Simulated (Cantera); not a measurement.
Charge: 1 mol C2F6, a varied amount of CH4, at 1350 K and 0.133 bar.

Equilibrium computed with Cantera from the NASA thermochemical tables; the gas is ideal and each condensed phase is pure. Candidate condensed phases: C, C6H6, C7H8, C8H18; 95 gas species. The feed counts by its element totals alone. Gases not in the tables: C2F6 and larger saturated fluorocarbons. Equilibrium is a limit: real reactors are often held back by kinetics, nucleation or transport.

### Question
What share of the C ends up in condensed phases as a function of n(CH4) (mol), at 0.0074, 0.012, 0.019, 0.03, 0.047, 0.075, 0.12, 0.19, 0.3, 0.48, 0.75, 1.2?

### Answer
```csv
n(CH4) (mol),C condensed (%),as
0.0074,25.6,C(graphite)
0.012,26.0,C(graphite)
0.019,26.6,C(graphite)
0.03,27.6,C(graphite)
0.047,29.0,C(graphite)
0.075,31.3,C(graphite)
0.12,34.9,C(graphite)
0.19,40.2,C(graphite)
0.3,47.8,C(graphite)
0.48,58.9,C(graphite)
0.75,72.7,C(graphite)
1.2,90.6,C(graphite)
```
